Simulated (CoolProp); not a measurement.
Saturation properties of isobutene (Tc = 418.1 K, pc = 4016 kPa, ω = 0.193).

Values from CoolProp's reference Helmholtz-energy equation of state, Lemmon 2005. It is a short technical equation, of lower accuracy than the large ones.

```json
[
 {"T (K)": "247.6", "p (kPa)": "46.03", "liquid cp (kJ/(kg K))": "2.151", "vapour Z": "0.9749"},
 {"T (K)": "251.1", "p (kPa)": "53.98", "liquid cp (kJ/(kg K))": "2.164", "vapour Z": "0.9720"},
 {"T (K)": "254.5", "p (kPa)": "62.70", "liquid cp (kJ/(kg K))": "2.177", "vapour Z": "0.9690"},
 {"T (K)": "258", "p (kPa)": "72.81", "liquid cp (kJ/(kg K))": "2.191", "vapour Z": "0.9657"},
 {"T (K)": "261.5", "p (kPa)": "84.16", "liquid cp (kJ/(kg K))": "2.205", "vapour Z": "0.9622"},
 {"T (K)": "264.9", "p (kPa)": "96.48", "liquid cp (kJ/(kg K))": "2.219", "vapour Z": "0.9586"},
 {"T (K)": "268.4", "p (kPa)": "110.6", "liquid cp (kJ/(kg K))": "2.233", "vapour Z": "0.9546"},
 {"T (K)": "271.9", "p (kPa)": "126.2", "liquid cp (kJ/(kg K))": "2.249", "vapour Z": "0.9504"},
 {"T (K)": "275.3", "p (kPa)": "143.0", "liquid cp (kJ/(kg K))": "2.264", "vapour Z": "0.9461"}
]
```

It boils at 266.1 K under 1 atm.
